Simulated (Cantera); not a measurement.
Feed: 1 mol LiCl, a varied amount of H₂O, 1.4 mol N₂, at 1052 °C and 100000 Pa.

These are equilibrium values from Cantera (NASA tables, ideal gas, pure condensed phases), not measurements of a reactor. Candidate condensed phases: H₂O, Li, LiCl, LiH, LiOH, Li₂O, Li₃N, NH₄Cl; 42 gas species. The numbers say what is thermodynamically allowed, not how fast it happens.

**Question.** Which condensed phases are stable at each of these points (n(H₂O) (mol)): 1.2, 1.7, 2.4, 3.5, 4.9, 7, 9.9, 14?

**Answer.** 
| n(H₂O) (mol) | condensed phases | Li condensed (%) |
|---|---|---|
| 1.2 | LiCl(l) | 76.3 |
| 1.7 | LiCl(l) | 71.7 |
| 2.4 | LiCl(l) | 65.2 |
| 3.5 | LiCl(l) | 55.1 |
| 4.9 | LiCl(l) | 42.3 |
| 7 | LiCl(l) | 23.0 |
| 9.9 | gas only | 0.0 |
| 14 | gas only | 0.0 |

From 1.2 mol H₂O to 7 mol H₂O the condensed part is LiCl(l). From 9.9 mol H₂O to 14 mol H₂O nothing is condensed.
